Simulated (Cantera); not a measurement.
A closed system holds: 1 mol C2F6, 1.2 mol H2, at 2000 K and 13.3 mbar.

These are equilibrium values from Cantera (NASA tables, ideal gas, pure condensed phases), not measurements of a reactor. Candidate condensed phases: C, C6H6, C7H8, C8H18; 95 gas species. The feed counts by its element totals alone. Gases not in the tables: C2F6 and larger saturated fluorocarbons. Equilibrium is a limit: real reactors are often held back by kinetics, nucleation or transport.

Base state: HF 0.699, CF4 0.232, CF2 0.0465, F 0.0200, CF3 0.00285, CF 9.27e-5 (mole fractions); condensed: C(graphite).

What changes in the equilibrium state with this change: pressure from 13.3 mbar to 0.490 bar?


| species | before | after |
|---|---|---|
| HF | 0.699 | 0.723 |
| CF4 | 0.232 | 0.266 |
| CF2 | 0.0465 | 0.00821 |
| F | 0.0200 | 0.00139 |
| CF | 9.27e-5 | 6.43e-6 |
| CHF3 | 4.13e-6 | 2.78e-5 |
| CF3 | 0.00285 | 0.00128 |
| C(graphite), mol | 1.03 | 1.09 |

What changes in the equilibrium state with this change: temperature from 2000 K to 1625 K?


```json
[
 {"species": "HF", "before": "0.699", "after": "0.727"},
 {"species": "CF4", "before": "0.232", "after": "0.272"},
 {"species": "CF2", "before": "0.0465", "after": "0.00108"},
 {"species": "F", "before": "0.0200", "after": "0.000256"},
 {"species": "CF", "before": "9.27e-5", "after": "1.19e-7"},
 {"species": "CF3", "before": "0.00285", "after": "0.000141"},
 {"species": "C(graphite), mol", "before": "1.03", "after": "1.10"}
]
```

What changes in the equilibrium state with this change: C2F6 replaced by CH2F2?


| species | before | after |
|---|---|---|
| HF | 0.699 | 0.622 |
| H2 | 4.10e-8 | 0.369 |
| H | 2.85e-6 | 0.00855 |
| CF4 | 0.232 | <1e-9 |
| CF2 | 0.0465 | 4.10e-9 |
| F | 0.0200 | 5.93e-6 |
| CF3 | 0.00285 | <1e-9 |
| C2H2 (acetylene) | <1e-9 | 0.000283 |
| CF | 9.27e-5 | 2.75e-8 |
| C(graphite), mol | 1.03 | 0.998 |
